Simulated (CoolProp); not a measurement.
1-butene along the isotherm 456.4 K: Z from the reference equation and from simpler models built on Tc = 419.3 K, pc = 4.006 MPa, ω = 0.192; each cubic takes its own stable root.

The numbers come from the reference Helmholtz-energy equation of state, Lemmon 2005 in CoolProp. It is a short technical equation, of lower accuracy than the large ones.

```csv
p (MPa),phase,reference
3.34,gas,0.7419
6.68,supercritical,0.4000
10,supercritical,0.4114
13.4,supercritical,0.4953
16.7,supercritical,0.5817
20,supercritical,0.6682
23.4,supercritical,0.7564
26.7,supercritical,0.8408
30,supercritical,0.9241
33.4,supercritical,1.009
36.7,supercritical,1.090
40.1,supercritical,1.173
```

How far does each simpler model (van der Waals, Redlich-Kwong, Soave-Redlich-Kwong, Peng-Robinson) lie from the reference over these 12 states: mean and median of the absolute difference, and the worst?


- van der Waals: mean 26.2 %, median 31.0 %, worst +32.4 % at 456.4 K and 40.1 MPa
- Redlich-Kwong: mean 5.2 %, median 4.7 %, worst +10.5 % at 456.4 K and 10 MPa
- Soave-Redlich-Kwong: mean 7.5 %, median 6.4 %, worst +14.9 % at 456.4 K and 10 MPa
- Peng-Robinson: mean 4.0 %, median 4.6 %, worst +6.6 % at 456.4 K and 6.68 MPa
